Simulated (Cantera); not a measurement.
Input: 1 mol C₂H₅OH, 0.044 mol O₂, 2.8 mol N₂, held at 14.0 bar.

Equilibrium computed with Cantera from the NASA thermochemical tables; the gas is ideal and each condensed phase is pure. Candidate condensed phases: C, C₆H₆, C₇H₈, C₈H₁₈, H₂O; 136 gas species. Kinetics and transport are ignored.

Over these rows the condensed part is C(graphite). Partial pressures as log10 of bar:

```
T (K)  1000/T (1/K)  log p CO₂  log p H₂  log p N₂  log p CO
-----  ------------  ---------  --------  --------  --------
1375         0.7273      -1.98      0.76      0.76      0.34
1525         0.6557      -2.59      0.77      0.76      0.34
1675         0.5970      -3.09      0.78      0.76      0.34
1825         0.5479          ?      0.78      0.75      0.34
1975         0.5063      -3.85      0.78      0.75      0.34
2125         0.4706      -4.15      0.78      0.75      0.34
```

**Question.** Fit log p(CO₂) = a + b·(1000/T) to the five rows, give the apparent enthalpy, and predict the row at 1825 K.

**Answer.** Means: 1000/T = 0.5914, log p = -3.132. Sxy = 0.375719, Sxx = 0.0444693, so b = 8.45 and a = -3.132 − (8.45)×0.5914 = -8.13.
Apparent enthalpy: −19.145 × (8.45) = -162 kJ/mol. With the condensed phases at unit activity, 2 CO(g) = CO₂(g) + C(graphite) links this pressure to the main gases: over the six rows their terms move log p by +0.00 in all, so the slope is close to that reaction's ΔH°. The five rows lie within 0.01 of the line.
Prediction at 1825 K: -8.13 + (8.45)×0.5479 = -3.50. The computed value is -3.50, 0.00 from the line.
